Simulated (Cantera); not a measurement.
A freely propagating, adiabatic, planar premixed flame of H2 : O2 : N2 = 1 : 0.926 : 3.33 (molar parts), unburnt at 723 K and 3.45 atm; mixture-averaged transport, grid criteria slope 0.08 and curve 0.16, no radiation.

Model: the H2/O2 subset of GRI-Mech 3.0, which has no nitrogen chemistry, integrated in Cantera. The hydrogen kinetics of GRI-Mech 3.0 are dated; newer H2 mechanisms differ, most at raised pressure. Burning velocities carry a grid error of a few per cent, more on coarse grids. Lean hydrogen flames are cellular in practice and burn faster than this planar one.

### Question
How do the results move with these cheaper or finer settings: unity-Lewis-number transport; multicomponent transport; multicomponent+Soret transport; grid criteria slope 0.5, curve 1; grid criteria slope 0.25, curve 0.5; grid criteria slope 0.03, curve 0.06?

### Answer
```tsv
setting	laminar burning velocity	thermal thickness	peak x(OH)	peak x(HO2)	grid points
as above	502 cm/s	0.0934 mm	0.0116	0.000587	105
unity-Lewis-number transport	481 cm/s	0.0672 mm	0.0131	0.000482	104
multicomponent transport	498 cm/s	0.0924 mm	0.0116	0.000590	105
multicomponent+Soret transport	460 cm/s	0.0925 mm	0.0113	0.000582	106
grid criteria slope 0.5, curve 1	691 cm/s	0.117 mm	0.0116	0.000568	34
grid criteria slope 0.25, curve 0.5	568 cm/s	0.100 mm	0.0116	0.000579	47
grid criteria slope 0.03, curve 0.06	488 cm/s	0.0916 mm	0.0116	0.000589	240
```
Unity Lewis numbers drop preferential diffusion, which matters most where H2 and H carry the flame; Soret adds thermal diffusion.
